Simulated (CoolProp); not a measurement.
Vapour-liquid equilibrium of propylene (1) + propane (2) at 0.1 MPa; x and y are mole fractions of (1).

Values from CoolProp's multi-fluid Helmholtz-energy mixture model, Lemmon 2013 and Lemmon 2009; pair parameters Bell 2016.

```tsv
x	bubble temperature (K)	y at the bubble point	dew temperature at overall composition x (K)	liquid density (mol/L)
0.05	230.3	0.068	230.4	13.24
0.15	229.4	0.195	229.7	(withheld)
0.25	228.7	0.309	229.1	13.50
0.35	228.0	(withheld)	228.4	13.63
0.45	227.4	(withheld)	227.8	13.75
0.55	226.9	0.606	227.2	13.89
0.65	226.4	0.695	(withheld)	(withheld)
0.75	226.0	0.782	226.2	(withheld)
0.85	225.7	0.869	225.8	14.29
0.95	225.4	0.956	225.4	(withheld)
```

Question: Complete the blanks.

Answer: 
- 0.15, liquid density (mol/L): 13.37
- 0.35, y at the bubble point: 0.414
- 0.45, y at the bubble point: 0.513
- 0.65, dew temperature at overall composition x (K): 226.7
- 0.65, liquid density (mol/L): 14.02
- 0.75, liquid density (mol/L): 14.16
- 0.95, liquid density (mol/L): 14.43

No azeotrope shows between x = 0.05 and 0.95.

Pair parameters are fitted to limited data, so mixtures are less certain than the pure fluids.
